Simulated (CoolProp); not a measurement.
Vapour-liquid equilibrium of benzene (1) + n-decane (2) at 408.8 K; x and y are mole fractions of (1).

Values from CoolProp's multi-fluid Helmholtz-energy mixture model, Thol 2012 and Lemmon 2006; pair parameters Bell 2016.

```csv
x,bubble pressure (bar),y at the bubble point,dew pressure at overall composition x (bar),liquid density (mol/L)
0.05,0.5314,(withheld),(withheld),4.615
0.15,0.9329,(withheld),0.3958,4.898
0.25,1.342,0.798,0.4444,5.213
0.35,1.746,0.862,0.5064,5.565
0.45,2.139,0.901,0.5884,5.961
0.55,2.523,0.929,0.7018,6.412
0.65,2.902,0.950,0.8691,6.930
0.75,(withheld),0.967,1.141,7.531
0.85,3.678,(withheld),1.654,8.239
0.95,4.088,(withheld),2.908,9.085
```

Question: What belongs in the gaps?

Answer: 
- 0.05, y at the bubble point: 0.384
- 0.05, dew pressure at overall composition x (bar): 0.3567
- 0.15, y at the bubble point: 0.679
- 0.75, bubble pressure (bar): 3.285
- 0.85, y at the bubble point: 0.981
- 0.95, y at the bubble point: 0.994

No azeotrope shows between x = 0.05 and 0.95.

The pair parameters rest on a limited set of measurements; away from them the model extrapolates. The gap from Raoult's law changes sign with composition, which may be real or a fault of the pair parameters; it wasn't checked against measurements.
